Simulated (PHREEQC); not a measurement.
Make-up at 20 °C: 0.072 mol HF, 0.00014 mol H2SiF6 and 0.16 mol HCl per kg of water. Closed to the air; pH follows from the charge balance.

Equilibrium calculation in PHREEQC: ion-association model, wateq4f.dat.

```yaml
pH: 0.89
ionic_strength: 0.161 mol/kgw
activity_of_water: 0.993
total_alkalinity: -233 meq/kg
```

```csv
species,molality,activity,log γ
H+,0.161,0.130,-0.093
Cl-,0.160,0.117,-0.137
HF,0.0532,0.0551,0.016
H2F2,0.00913,0.00947,0.016
F-,0.000426,0.000310,-0.139
SiF6-2,0.000140,4.53e-5,-0.490
HF2-,8.65e-5,6.28e-5,-0.139
```

No solid was allowed to form. wateq4f.dat counts part of the HF as a dimer, H2F2, which phreeqc.dat doesn't know; its constant is uncertain. SiF6-2 is the database's only silicon fluoride.
